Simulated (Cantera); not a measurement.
**Reactions in the system Cr-N-O**

Cantera with NASA thermochemical tables; ideal gases at 1 bar, condensed phases pure. Values are per mole of reaction as written; species without (g) are pure solids or liquids, kept so even where they would boil at 1 bar.

3 NO2(g) + 2 Cr → 2 CrO3(g) + 3 N(g)

```
T (K)  ΔH° (kJ)  ΔS° (J/K)  ΔG° (kJ)  log10 K
-----  --------  ---------  --------  -------
300       729.7      224.7     662.3  -115.32
873       736.8      239.3     527.9   -31.59
948       736.9      239.4     510.0   -28.10
1023      736.8      239.3     492.0   -25.12
1098      736.4      238.9     474.1   -22.55
1173      735.7      238.3     456.2   -20.31
1248      734.8      237.6     438.3   -18.35
1323      733.7      236.7     420.5   -16.60
```

Cr + 3 N2O(g) → 3 N2(g) + CrO3(g)

```
T (K)  ΔH° (kJ)  ΔS° (J/K)  ΔG° (kJ)  log10 K
-----  --------  ---------  --------  -------
300      -537.7      157.4    -584.9   101.84
873      -542.7      150.1    -673.7    40.31
948      -544.1      148.5    -684.9    37.74
1023     -545.6      147.0    -696.0    35.54
1098     -547.3      145.4    -707.0    33.63
1173     -549.0      143.9    -717.8    31.96
1248     -551.0      142.3    -728.5    30.49
1323     -553.0      140.7    -739.1    29.18
```
